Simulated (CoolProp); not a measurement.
Model: reference Helmholtz-energy equation of state, Smukala 2000, in CoolProp.

**Question.** For ethylene, give the phase and the density (kg/m³), cv (kJ/(kg K)), Joule-Thomson coefficient (K/MPa), expansivity (1/kK) at -69.35 °C and 126 bar; -69.35 °C and 315 bar.

**Answer.** 
- -69.35 °C and 126 bar: liquid; density 533, cv 1.33, Joule-Thomson coefficient -0.362, expansivity 2.63
- -69.35 °C and 315 bar: liquid; density 554, cv 1.36, Joule-Thomson coefficient -0.449, expansivity 2.11
